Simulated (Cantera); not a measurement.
# Hydrogen reduction and annealing atmospheres: NiS + H2

A closed system holds: 1 mol NiS, 3.5 mol H2.

These are equilibrium values from Cantera (NASA tables, ideal gas, pure condensed phases), not measurements of a reactor. Candidate condensed phases: Ni, NiS, NiS2, Ni3S2, Ni3S4, S; 9 gas species. Metal and sulfide melt together well below either melting point, which pure phases cannot show. Mutual solubility and eutectic melting of coexisting phases are not modelled. Equilibrium is a limit: real reactors are often held back by kinetics, nucleation or transport.

**Question.** Map the stable condensed phases over T = 1350, 1375, 1400, 1425, 1450, 1475, 1500, 1525, 1550, 1575, 1600, 1625, 1650, 1675 K and P in Pa = 10, 42, 180, 750, 3200, 13000, 56000, 240000, 1000000.

**Answer.** 
```
T in K \ P in Pa
              10      42     180     750    3200   13000   56000  240000 1000000
   1675        A       A       B       C       C       C       C       C       C
   1650        A       A       C       C       C       C       C       C       C
   1625        A       B       C       C       C       C       C       C       C
   1600        A       B       C       C       C       C       C       C       C
   1575        A       B       C       C       C       C       C       C       C
   1550        A       B       C       C       C       C       C       C       C
   1525        A       C       C       C       C       C       C       C       C
   1500        B       C       C       C       C       C       C       C       C
   1475        B       C       C       C       C       C       C       C       C
   1450        B       C       C       C       C       C       C       C       C
   1425        B       C       C       C       C       C       C       C       C
   1400        C       C       C       C       C       C       C       C       C
   1375        C       C       C       C       C       C       C       C       C
   1350        C       C       C       C       C       C       C       C       C
```
A: Ni; B: Ni + Ni3S2; C: Ni3S2.
